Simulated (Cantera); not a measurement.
What does this Cantera script print?

```python
import numpy as np
import cantera as ct

gas_names = """
    H HNO HNO2 HNO3 HO2 H2 H2O H2O2 N NH NH2 NH3 NH2OH NO NO2 NO3 N2 N2H2 N2H4 N2O O OH O2 O3 Si SiH
    SiH2 SiH3 SiH4 SiN SiO SiO2 Si2 Si2N Si3
""".split()
cond_names = """
    H2O(s) H2O(L) Si(cr) Si(L) SiO2(Lqz) SiO2(hqz) SiO2(L) Si2N2O(s) Si3N4(a)
""".split()


# ... load() reads the species with a 1 bar reference pressure and builds the phases ...
atoms = {
    'Si3N4': {'Si': 3, 'N': 4},
    'H2O': {'H': 2, 'O': 1},
    'N2': {'N': 2},
}
top_T = {'Si2N2O(s)': 2100, 'Si3N4(a)': 2400}  # K; cautious upper limits of use, not melting points


# ... equilibrate(T, P, feed) seeds the gas with the atoms and calls Mixture.equilibrate('TP', solver="vcs", rtol=1e-11, max_steps=5000) ...
results = []
feed = {'Si3N4': 1, 'H2O': 0.068, 'N2': 4.5}  # mol
P = 1333.22  # Pa
for T in [1398, 1448, 1498, 1548, 1598, 1648, 1698, 1748, 1798, 1848]:
    mix = equilibrate(T, P, feed)
    results.append((T, P, feed, dict(zip(mix.species_names, mix.species_moles))))

top = {s: max(r[3][s] / sum(r[3][g] for g in gas_names) for r in results) for s in gas_names}
cols = sorted((s for s in top if top[s] > 1e-06), key=lambda s: -top[s])[:7]
seen = [c for c in cond_names if any(r[3].get(c, 0) > 1e-12 for r in results)]
print("log10 of partial pressures in bar; condensed amounts in mol")
print(f"{'T/K':>10s}" + "".join(f"{s[:9]:>10s}" for s in cols + seen))
for T, P, feed, n in results:
    ng = sum(n[g] for g in gas_names)
    print(f"{T:10.4g}" + "".join(f"{np.log10(max(n[s] / ng * P / 1e5, 1e-99)):10.3f}" for s in cols)
          + "".join(f"{n.get(c, 0):10.4g}" for c in seen))
```

Result:

```
log10 of partial pressures in bar; condensed amounts in mol
       T/K        N2        H2       SiO        Si         H      Si2N       SiN     Si(L) Si2N2O(s)  Si3N4(a)
      1398    -1.882    -3.705    -8.347   -11.361    -7.177   -14.125   -11.991         0     0.068    0.9547
      1448    -1.882    -3.705    -7.600   -10.470    -6.888   -12.989   -11.202         0   0.06799    0.9547
      1498    -1.882    -3.705    -6.904    -9.638    -6.617   -11.931   -10.467         0   0.06796    0.9547
      1548    -1.882    -3.705    -6.254    -8.862    -6.364   -10.943    -9.780         0   0.06781    0.9547
      1598    -1.882    -3.705    -5.646    -8.134    -6.127   -10.018    -9.136         0   0.06722    0.9549
      1648    -1.882    -3.706    -5.075    -7.452    -5.903    -9.150    -8.533         0    0.0651    0.9556
      1698    -1.883    -3.708    -4.540    -6.809    -5.694    -8.335    -7.966         0   0.05803     0.958
      1748    -1.885    -3.712    -4.035    -6.204    -5.497    -7.566    -7.431         0   0.03591    0.9653
      1798    -1.888    -3.719    -3.713    -5.632    -5.313    -6.841    -6.927         0         0     0.977
      1848    -1.884    -3.875    -3.865    -5.203    -5.213    -6.375    -6.558     2.928         0         0
```

Equilibrium computed with Cantera from the NASA thermochemical tables; the gas is ideal and each condensed phase is pure. Mutual solubility and eutectic melting of coexisting phases are not modelled. The tables' values for SiN are old estimates; treat these amounts as uncertain.
